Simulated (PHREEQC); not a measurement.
Solution (46 °C): 1.3 mmol/kgw Cu(BF4)2, 0.1 mmol/kgw H2SO4 and 8.3 mmol/kgw KCl. Closed to the air; pH follows from the charge balance.

Computed with PHREEQC (ion-association model, wateq4f.dat).

| quantity | before | after |
|---|---|---|
| pH | 3.06 | 3.04 |
| ionic strength (mol/kgw) | 0.0131 | 0.0875 |
| HF (mol/kgw) | 0.00322 | 0.00307 |
| F- (mol/kgw) | 0.00189 | 0.00202 |
| Cu+2 (mol/kgw) | 0.00121 | 0.00103 |
| H3BO3 (mol/kgw) | 0.00118 | 0.00116 |
| SI of Tenorite (CuO) | -3.88 | -4.19 |
| SI of CuF2:2H2O (CuF2:2H2O) | -3.94 | -4.28 |

**Question.** Which change was made?
A. KCl replaced by KHSO4 at the same molality
B. diluted 100-fold with water
C. KCl from 0.0083 to 0.083 mol/kgw
D. 0.00014 mol/kgw Fe2(SO4)3 added
E. temperature from 46 to 60 °C

**Answer.** C, KCl from 0.0083 to 0.083 mol/kgw

This is a speciation only: nothing precipitates in the calculation. Constants without temperature data keep their 25 °C values here. Real BF4- forms and hydrolyses slowly; the run takes it at equilibrium.
